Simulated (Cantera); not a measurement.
Mixture: CH4 : O2 : N2 : H2O = 1 : 1.18 : 4.42 : 0.15 (molar parts), at 3500000 Pa, adiabatic and at constant pressure. Ignition delay is the time to a rise of 400 K.

Detailed kinetics in Cantera: GRI-Mech 3.0 (53 species, 325 reactions). The pressure lies above the range GRI-Mech 3.0 was tuned for (to about 10 atm).

Problem. Predict: delay at 1023 K; delay at 1173 K; delay at 1323 K; delay at 1473 K; delay at 1623 K; apparent activation energy between 1473 and 1623 K.

Solution. delay at 1023 K: 17.6 ms
delay at 1173 K: 1.98 ms
delay at 1323 K: 0.380 ms
delay at 1473 K: 94.1 µs
delay at 1623 K: 26.5 µs
apparent activation energy between 1473 and 1623 K: 170 kJ/mol
